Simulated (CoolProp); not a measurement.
Values from CoolProp's reference Helmholtz-energy equation of state, Smukala 2000.

Task: For ethylene, give the phase and the cv (kJ/(kg K)), speed of sound (m/s) at 207.2 K and 14000 kPa.

Result: 
- 207.2 K and 14000 kPa: liquid; cv 1.33, speed of sound 1160
